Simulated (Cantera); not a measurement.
Cantera run, input and output.

```python
import numpy as np
import cantera as ct

gas = ct.Solution("h2o2.yaml")
gas.TPX = 1325, 11000, {'H2': 1.8, 'O2': 1, 'N2': 11}
reactor = ct.IdealGasConstPressureReactor(gas, energy="off", clone=False)
net = ct.ReactorNet([reactor])
net.rtol, net.atol = 1e-08, 1e-18
show = ['H2', 'O2', 'O', 'H2O2', 'H2O', 'H', 'OH']
times = np.geomspace(0.0002, 4, 12)

steps = ct.SolutionArray(gas, extra=["t"])
rows = []
print(f"{'t/s':>10s}{'T/K':>9s}{'P/Pa':>11s}" + "".join(f"{s:>11s}" for s in show))
for t in times:
    while net.time < t:
        t_next = net.step()
        steps.append(gas.state, t=t_next)
    rows.append([np.interp(t, steps.t, y) for y in (steps.T, steps.P, *steps(*show).X.T)])
    print(f"{t:10.3e}{rows[-1][0]:9.1f}{rows[-1][1]:11.4g}" + "".join(f"{x:11.3e}" for x in rows[-1][2:]))
rate = np.gradient(steps.T, steps.t)
print("integrator steps:", len(steps.t))
if steps.T.max() > steps.T[0] + 200:
    print(f"time of steepest temperature rise: {steps.t[rate.argmax()]:.4e} s")
gas.TPX = 1325, 11000, {'H2': 1.8, 'O2': 1, 'N2': 11}
gas.equilibrate("TP")
print(f"equilibrium (TP): T = {gas.T:.1f} K  " + "  ".join(f"{s} {gas[s].X[0]:.3e}" for s in show))
```

Output:

```
       t/s      T/K       P/Pa         H2         O2          O       H2O2        H2O          H         OH
 2.000e-04   1325.0    1.1e+04  1.304e-01  7.246e-02  1.824e-06  2.833e-09  1.402e-05  1.222e-05  1.212e-06
 4.921e-04   1325.0    1.1e+04  4.626e-02  3.738e-02  8.188e-03  2.536e-07  5.830e-02  4.819e-02  3.811e-03
 1.211e-03   1325.0    1.1e+04  1.809e-02  2.319e-02  9.610e-03  2.446e-07  8.731e-02  5.004e-02  3.639e-03
 2.979e-03   1325.0    1.1e+04  1.531e-02  1.907e-02  5.708e-03  2.707e-07  1.029e-01  3.016e-02  3.035e-03
 7.329e-03   1325.0    1.1e+04  1.026e-02  1.407e-02  2.433e-03  2.777e-07  1.198e-01  1.225e-02  2.131e-03
 1.803e-02   1325.0    1.1e+04  4.999e-03  1.031e-02  7.915e-04  2.366e-07  1.315e-01  3.249e-03  1.268e-03
 4.437e-02   1325.0    1.1e+04  1.698e-03  8.456e-03  2.106e-04  1.488e-07  1.370e-01  5.557e-04  6.655e-04
 1.092e-01   1325.0    1.1e+04  4.010e-04  7.864e-03  4.529e-05  6.274e-08  1.389e-01  6.030e-05  3.102e-04
 2.686e-01   1325.0    1.1e+04  7.795e-05  7.753e-03  8.649e-06  1.904e-08  1.394e-01  5.128e-06  1.360e-04
 6.608e-01   1325.0    1.1e+04  1.645e-05  7.743e-03  1.841e-06  5.246e-09  1.395e-01  5.016e-07  6.288e-05
 1.626e+00   1325.0    1.1e+04  4.333e-06  7.746e-03  4.915e-07  1.590e-09  1.395e-01  6.862e-08  3.251e-05
 4.000e+00   1325.0    1.1e+04  1.477e-06  7.748e-03  1.688e-07  5.849e-10  1.395e-01  1.376e-08  1.905e-05
integrator steps: 2051
equilibrium (TP): T = 1325.0 K  H2 6.454e-07  O2 7.749e-03  O 7.358e-08  H2O2 2.696e-10  H2O 1.395e-01  H 3.988e-09  OH 1.258e-05
```

Model: the H2/O2 subset of GRI-Mech 3.0, which has no nitrogen chemistry, integrated in Cantera. The temperature is held fixed by assumption; the heat of reaction is taken as removed at once.
